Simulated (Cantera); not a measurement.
Charge: 1 mol toluene, 0.33 mol NH₃, a varied amount of H₂, equilibrated at 2900 K and 13.3 mbar.

These are equilibrium values from Cantera (NASA tables, ideal gas, pure condensed phases), not measurements of a reactor. Candidate condensed phases: C, C₆H₆, C₇H₈, C₈H₁₈; 92 gas species. Rates play no part.

At 19 mol H₂, list the 6 most abundant gas species with their mole fractions, and the condensed phases.

H 0.599, H₂ 0.362, C₂H₂ (acetylene) 0.0167, C₃ 0.00776, HCN 0.00437, C₂H 0.00409. Condensed: C(graphite).
